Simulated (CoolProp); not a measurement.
Vapour-liquid equilibrium of CHF3 (R23) (1) + sulfur hexafluoride (2) at 1.41 MPa; x and y are mole fractions of (1).

Values from CoolProp's multi-fluid Helmholtz-energy mixture model, Penoncello 2003 and Guder 2009; pair parameters Bell 2016.

```
x     bubble temperature, mixture model (K)  bubble temperature, Raoult's law (K)  y, mixture model  y, Raoult's law
----  -------------------------------------  ------------------------------------  ----------------  ---------------
0.05                                  272.1                                 275.7                 ?            0.095
0.2                                   262.1                                 270.9             0.399            0.333
0.35                                  257.4                                 266.7                 ?            0.519
0.5                                       ?                                 263.1             0.621            0.667
0.65                                      ?                                 259.8                 ?            0.789
0.8                                       ?                                 256.9             0.806            0.890
0.95                                      ?                                 254.3                 ?            0.975
```

**Question.** What belongs in the gaps?

**Answer.** 
- 0.05, y, mixture model: 0.143
- 0.35, y, mixture model: 0.529
- 0.5, bubble temperature, mixture model (K): 254.8
- 0.65, bubble temperature, mixture model (K): 253.2
- 0.65, y, mixture model: 0.707
- 0.8, bubble temperature, mixture model (K): 252.6
- 0.95, bubble temperature, mixture model (K): 253.0
- 0.95, y, mixture model: 0.941

The largest gap from Raoult's law is -9.3 K in bubble temperature, at x = 0.35. y crosses x between x = 0.8 and 0.95: the model has an azeotrope there.

The pair parameters rest on a limited set of measurements; away from them the model extrapolates.
